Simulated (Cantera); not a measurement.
## Transport properties of process gases

Gas mixture: 85.2 % N2O, 14.8 % H2O, at 0.218 Torr, frozen composition.

Cantera's kinetic-theory transport with the Lennard-Jones parameters of GRI-Mech 3.0, ideal gas; thermal conductivity in the multicomponent form. Polar gases are described roughly by these parameters. The composition is frozen, though it would react at the higher temperatures.

```csv
T (K),ρ (kg/m³),cp (J/kg/K),μ (µPa s),λ (mW/m/K),Pr,D (cm²/s) C2H2,D (cm²/s) N2,D (cm²/s) OH
400,0.000350,1032,19.0,27.4,0.716,769,969,1510
500,0.000280,1103,23.1,35.6,0.716,1160,1440,2240
600,0.000234,1162,26.9,43.7,0.715,1620,1980,3080
700,0.000200,1212,30.4,51.6,0.715,2130,2590,4010
800,0.000175,1255,33.8,59.4,0.714,2690,3260,5040
900,0.000156,1292,36.9,66.9,0.713,3300,3980,6150
1000,0.000140,1323,39.9,74.2,0.712,3970,4760,7340
1100,0.000127,1348,42.8,81.1,0.711,4670,5590,8620
```
D: mixture-averaged diffusion coefficient of that species in the mixture.
